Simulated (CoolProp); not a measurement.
Sulfur dioxide along the isotherm 455.1 K: Z from the reference equation and from simpler models built on Tc = 430.6 K, pc = 7.887 MPa, ω = 0.256; each cubic takes its own stable root.

Values from CoolProp's reference Helmholtz-energy equation of state, Gao 2016.

```
p (MPa)          phase  reference
-------  -------------  ---------
2.19               gas     0.9163
4.38               gas     0.8217
6.56               gas     0.7107
8.75     supercritical     0.5685
10.9     supercritical     0.3819
13.1     supercritical     0.3170
15.3     supercritical     0.3289
17.5     supercritical     0.3528
19.7     supercritical     0.3801
21.9     supercritical     0.4087
24.1     supercritical     0.4379
26.2     supercritical     0.4659
28.4     supercritical     0.4953
30.6     supercritical     0.5247
32.8     supercritical     0.5539
35       supercritical     0.5831
```

How far does each simpler model (van der Waals, Redlich-Kwong, Peng-Robinson) lie from the reference over these 16 states: mean and median of the absolute difference, and the worst?


- van der Waals: mean 24.6 %, median 34.8 %, worst +37.6 % at 455.1 K and 35 MPa
- Redlich-Kwong: mean 9.3 %, median 12.1 %, worst +15.5 % at 455.1 K and 15.3 MPa
- Peng-Robinson: mean 4.8 %, median 3.8 %, worst +12.5 % at 455.1 K and 13.1 MPa
